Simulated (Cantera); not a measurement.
Charge: 1 mol C₂H₆, 0.14 mol H₂O, 1.6 mol N₂, equilibrated at 1698 K and 1.20 mbar.

These are equilibrium values from Cantera (NASA tables, ideal gas, pure condensed phases), not measurements of a reactor. Candidate condensed phases: C, C₆H₆, C₇H₈, C₈H₁₈, H₂O; 136 gas species. Equilibrium is a limit: real reactors are often held back by kinetics, nucleation or transport.

Question: What is the equilibrium state?

Answer: 
```json
{
 "x(H₂)": "0.640",
 "x(N₂)": "0.326",
 "x(CO)": "0.0286",
 "x(H)": "0.00334",
 "x(HCN)": "0.00166",
 "x(HNC)": "4.93e-5",
 "x(C₂H₂ (acetylene))": "4.61e-5",
 "n(C(graphite))": "1.85 mol",
 "gas_amount": "4.888 mol"
}
```
